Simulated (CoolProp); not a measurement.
Values from CoolProp's reference Helmholtz-energy equation of state, Akasaka 2023.

Problem. Give the vapour pressure (MPa), liquid density (kg/m³), vapour density (kg/m³), enthalpy of vaporisation (kJ/kg) of saturated R1224YDZ at -4.55, 0.05, 4.75 °C.

Solution. 
```json
[
 {"T (°C)": "-4.55", "p (MPa)": "0.0449", "liquid density (kg/m³)": "1440", "vapour density (kg/m³)": "3.08", "enthalpy of vaporisation (kJ/kg)": "179"},
 {"T (°C)": "0.05", "p (MPa)": "0.0552", "liquid density (kg/m³)": "1430", "vapour density (kg/m³)": "3.73", "enthalpy of vaporisation (kJ/kg)": "176"},
 {"T (°C)": "4.75", "p (MPa)": "0.0675", "liquid density (kg/m³)": "1410", "vapour density (kg/m³)": "4.51", "enthalpy of vaporisation (kJ/kg)": "174"}
]
```
